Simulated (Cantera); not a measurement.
**Low-pressure radical oxidation in H2/O2**

An isothermal, constant-pressure homogeneous reactor starts with H2 : O2 = 0.0069 : 1 (molar parts), at 975 K and 9.00 Torr.

Detailed kinetics in Cantera: the H2/O2 subset of GRI-Mech 3.0, which has no nitrogen chemistry. Radical loss at walls, strong at low pressure, is not modelled.

```tsv
t (s)	x H2	x O2	x O	x H2O2	x OH	x H2O	x H
0.000800	0.00685	0.993	2.22e-11	<1e-12	1.76e-11	7.13e-12	8.10e-12
0.00230	0.00685	0.993	1.34e-10	<1e-12	8.25e-11	9.17e-11	2.35e-11
0.00663	0.00685	0.993	2.19e-9	<1e-12	1.15e-9	2.32e-9	2.83e-10
0.0191	0.00685	0.993	2.14e-6	4.42e-12	1.11e-6	2.45e-6	2.69e-7
0.0549	0.000154	0.989	0.00350	3.31e-8	0.000337	0.00635	0.000369
0.158	1.08e-5	0.992	0.00153	1.12e-8	0.000125	0.00677	5.91e-5
0.455	2.52e-6	0.993	0.000382	9.89e-9	6.11e-5	0.00684	7.19e-6
1.31	3.94e-7	0.993	6.48e-5	7.39e-9	2.52e-5	0.00686	5.03e-7
3.77	5.34e-8	0.993	9.73e-6	4.00e-9	9.85e-6	0.00687	2.95e-8
10.9	7.91e-9	0.993	1.60e-6	1.51e-9	4.02e-6	0.00687	1.98e-9
31.3	1.44e-9	0.993	3.20e-7	4.68e-10	1.80e-6	0.00688	1.77e-10
90.0	3.29e-10	0.993	7.78e-8	1.41e-10	8.88e-7	0.00688	2.13e-11
```
x: mole fraction; the columns are a selection and need not sum to one.

Equilibrium at this temperature and pressure: H2 2.58e-12, O2 0.993, O 6.61e-10, H2O2 1.52e-12, OH 8.16e-8, H2O 0.00688, H <1e-12 (gas phase only).
